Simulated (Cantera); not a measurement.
A Cantera script and what it prints.

```python
import numpy as np
import cantera as ct

gas_names = """
    H H2 Si SiH SiH2 SiH3 SiH4 Si2 Si3
""".split()
cond_names = """
    Si(cr) Si(L)
""".split()


# ... load() reads the species with a 1 bar reference pressure and builds the phases ...
atoms = {
    'Si': {'Si': 1},
    'H2': {'H': 2},
}
top_T = {}  # K; cautious upper limits of use, not melting points


# ... equilibrate(T, P, feed) seeds the gas with the atoms and calls Mixture.equilibrate('TP', solver="vcs", rtol=1e-11, max_steps=5000) ...
results = []
feed = {'Si': 1, 'H2': 2.4}  # mol
T = 1523.15  # K
P = 13332.2  # Pa
mix = equilibrate(T, P, feed)
results.append((T, P, feed, dict(zip(mix.species_names, mix.species_moles))))
x = sorted(zip(gas.X, gas.species_names), reverse=True)
print(f"T = {T:g} K  P = {P:g} Pa  gas = {mix.phase_moles(0):.4g} mol")
print("   x: " + "  ".join(f"{s} {v:.3e}" for v, s in x if v > 0.001))
print("   condensed (mol): " + ("  ".join(f"{mix.phase(i).name} {mix.phase_moles(i):.4g}"
      for i in range(1, mix.n_phases) if mix.phase_moles(i) > 1e-12) or "none"))
```

It prints:

```
T = 1523.15 K  P = 13332.2 Pa  gas = 2.4 mol
   x: H2 9.999e-01
   condensed (mol): Si(cr) 1
```

Cantera equilibrium calculation (NASA polynomials, part measured and part estimated; ideal gas, pure solids and liquids).
